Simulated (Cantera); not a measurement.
A closed system holds: 1 mol Mg(OH)2, 1.9 mol C, 0.2 mol H2, equilibrated at 2098.15 K and 900 Torr.

Cantera equilibrium calculation (NASA polynomials, part measured and part estimated; ideal gas, pure solids and liquids). Candidate condensed phases: C, C6H6, C7H8, C8H18, H2O, Mg, MgCO3, MgO, Mg(OH)2; 116 gas species. The tables' values for MgH are old estimates; treat these amounts as uncertain. Kinetics and transport are ignored.

### Question
What is the equilibrium state?

### Answer
```
Quantity                                     Value
--------------------------------------  ----------
x(CO)                                        0.475
x(H2)                                        0.298
x(Mg)                                        0.223
x(MgH)                                     0.00219
x(H)                                       0.00154
x(H2O)                                     6.44e-5
x(CO2)                                     2.08e-5
x(C2H2 (acetylene))                        1.94e-5
x(MgOH)                                    1.56e-5
n(MgO(s))                               0.0998 mol
gas amount                               3.999 mol
log10 activity of C(graphite) (absent)       -0.67
log10 activity of Mg(l) (absent)             -2.23
```
